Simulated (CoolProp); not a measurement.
A closed Brayton cycle with carbon dioxide: compressor inlet 311.15 K and 8.4 MPa, high pressure 18.8 MPa, turbine inlet 835 K, compressor efficiency 0.8, turbine efficiency 0.85, recuperator effectiveness 0.95 (on enthalpy, no pinch check). Each further row changes one setting.

Values from CoolProp's reference Helmholtz-energy equation of state, Span 1996.

| case | thermal efficiency (%) | net work (kJ/kg) | compressor to turbine work | compressor exit (K) | turbine exit (K) |
|---|---|---|---|---|---|
| as stated | 33.3 | 75.9 | 0.26 | 355.8 | 742.6 |
| turbine inlet 785 K | 31.7 | 69.0 | 0.28 | 355.8 | 695.9 |
| compressor inlet 321.15 K | 32.5 | 63.6 | 0.38 | 385.6 | 742.6 |
| high pressure 16 MPa | 31.1 | 62.8 | 0.24 | 346.6 | 760.7 |
| recuperator effectiveness 0.5 | 17.5 | 75.9 | 0.26 | 355.8 | 742.6 |
